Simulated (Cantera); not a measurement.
What does this Cantera script print?

```python
import numpy as np
import cantera as ct

gas_names = [...]  # 91 gases of nasa_gas.yaml made of C, Cl, H
cond_names = """
    C(gr) C6H6(L) C7H8(L) C8H18(L),n-octa
""".split()


# ... load() reads the species with a 1 bar reference pressure and builds the phases ...
atoms = {
    'CH3Cl': {'C': 1, 'H': 3, 'CL': 1},
    'CH4': {'C': 1, 'H': 4},
    'H2': {'H': 2},
}
top_T = {'C(gr)': 4500}  # K; cautious upper limits of use, not melting points


# ... equilibrate(T, P, feed) seeds the gas with the atoms and calls Mixture.equilibrate('TP', solver="vcs", rtol=1e-11, max_steps=5000) ...
results = []
feed = {'CH3Cl': 1, 'CH4': 0.17, 'H2': 18}  # mol
T = 2123  # K
P = 40000  # Pa
mix = equilibrate(T, P, feed)
results.append((T, P, feed, dict(zip(mix.species_names, mix.species_moles))))
x = sorted(zip(gas.X, gas.species_names), reverse=True)
print(f"T = {T:g} K  P = {P:g} Pa  gas = {mix.phase_moles(0):.4g} mol")
print("   x: " + "  ".join(f"{s} {v:.3e}" for v, s in x if v > 1e-05))
print("   condensed (mol): " + ("  ".join(f"{mix.phase(i).name} {mix.phase_moles(i):.4g}"
      for i in range(1, mix.n_phases) if mix.phase_moles(i) > 1e-12) or "none"))
```

It prints:

```
T = 2123 K  P = 40000 Pa  gas = 20.4 mol
   x: H2 9.438e-01  HCL 4.882e-02  H 5.511e-03  C2H2,acetylene 1.563e-03  CL 2.092e-04  CH4 1.113e-04  CH3 1.262e-05
   condensed (mol): C(gr) 1.103
```

Cantera equilibrium calculation (NASA polynomials, part measured and part estimated; ideal gas, pure solids and liquids).
